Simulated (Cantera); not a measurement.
A freely propagating, adiabatic, planar premixed flame of H2 : O2 : N2 = 0.79 : 0.294 : 1.11 (molar parts), equivalence ratio 1.3, unburnt at 700 K and 398 Torr; mixture-averaged transport, grid criteria slope 0.08 and curve 0.16, no radiation.

Computed with Cantera and the H2/O2 subset of GRI-Mech 3.0, which has no nitrogen chemistry. Burning velocities carry a grid error of a few per cent, more on coarse grids.

Q: Predict: laminar burning velocity; thermal thickness; peak x(OH); peak x(H2O2); peak x(HO2).

A: 
```json
{
  "laminar_burning_velocity": "1070 cm/s",
  "thermal_thickness": "1.13 mm",
  "peak x(OH)": "0.0161",
  "peak x(H2O2)": "2.10e-6",
  "peak x(HO2)": "0.000119"
}
```
